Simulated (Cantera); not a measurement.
An adiabatic, constant-volume homogeneous reactor starts with 7.35 % CH4, 0.500 % CO, 21.4 % O2, 70.5 % N2, 0.228 % C2H6, equivalence ratio 0.74, at 1423 K and 10.0 bar.

Detailed kinetics in Cantera: GRI-Mech 3.0 (53 species, 325 reactions).

One state of this run: T (K) = 2977; P (bar) = 21.3; x CH4 = <1e-12; x CO = 0.0187; x O2 = 0.0500; x CH2 = <1e-12; x H = 0.00237; x HCN = 2.02e-9; x NO = 0.0211. x: mole fraction; the columns are a selection and need not sum to one.

Problem. Which value of t (s) does it belong to?
A) 1.99e-5
B) 8.92e-6
C) 0.0604
D) 9.88e-5

Solution. C, 0.0604
